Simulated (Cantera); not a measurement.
An adiabatic, constant-pressure homogeneous reactor starts with H₂ : O₂ : N₂ = 1 : 1.39 : 5.22 (molar parts), equivalence ratio 0.36, at 1475 K and 4.70 bar.

Computed with Cantera and GRI-Mech 3.0 (53 species, 325 reactions). The hydrogen kinetics of GRI-Mech 3.0 are dated; newer H2 mechanisms differ, most at raised pressure.

One state of this run: T (K) = 2350; x H₂ = 0.000500; x O₂ = 0.121; x NO₂ = 7.59e-6; x N₂O = 1.38e-6; x H₂O₂ = 5.15e-7; x HO₂ = 1.07e-5; x O = 0.00106. x: mole fraction; the columns are a selection and need not sum to one.

Question: Which value of t (s) does it belong to?
A. 2.00e-6
B. 6.78e-6
C. 2.30e-5
D. 0.0103

Answer: D, 0.0103
